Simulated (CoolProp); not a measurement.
Octamethyltrisiloxane (MDM) along the isobar 17.8 bar: Z from the reference equation and from simpler models built on Tc = 292.2 °C, pc = 14.38 bar, ω = 0.528; each cubic takes its own stable root.

Model: reference Helmholtz-energy equation of state, Thol 2017, in CoolProp.

```csv
T (°C),phase,reference
23.65,liquid,0.2083
38.25,liquid,0.2021
52.95,liquid,0.1966
67.55,liquid,0.1917
82.25,liquid,0.1875
96.85,liquid,0.1838
111.55,liquid,0.1806
126.15,liquid,0.1779
140.85,liquid,0.1757
155.45,liquid,0.1740
170.05,liquid,0.1728
184.75,liquid,0.1722
199.35,liquid,0.1721
```

How far does each simpler model (van der Waals, Soave-Redlich-Kwong, Peng-Robinson) lie from the reference over these 13 states: mean and median of the absolute difference, and the worst?


- van der Waals: mean 67.5 %, median 67.5 %, worst +72.0 % at 23.65 °C and 17.8 bar
- Soave-Redlich-Kwong: mean 9.7 %, median 9.4 %, worst +11.7 % at 23.65 °C and 17.8 bar
- Peng-Robinson: mean 2.7 %, median 3.0 %, worst -3.6 % at 155.45 °C and 17.8 bar
